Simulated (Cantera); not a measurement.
Charge: 1 mol Si, 0.0024 mol H₂O, 6.2 mol H₂, at 877 °C and 1.50 Torr.

Equilibrium computed with Cantera from the NASA thermochemical tables; the gas is ideal and each condensed phase is pure. Candidate condensed phases: H₂O, Si, SiO₂; 18 gas species. Mutual solubility and eutectic melting of coexisting phases are not modelled. The tables hold silica as quartz up to 1696 K and as liquid above; real silica turns to tridymite and cristobalite and melts near 1996 K. Rates play no part.

Base state: H₂ 1.000, SiO 5.96e-5 (mole fractions); condensed: Si(s) + SiO₂(β-quartz).

Q: What changes in the equilibrium state with this change: pressure from 1.50 Torr to 0.00353 Torr?

A: 
```tsv
species	before	after
H₂	1.000	1.000
SiO	5.96e-5	0.000387
H	1.67e-6	3.44e-5
Si(s), mol	0.999	0.998
SiO₂(β-quartz), mol	0.00102	0
```
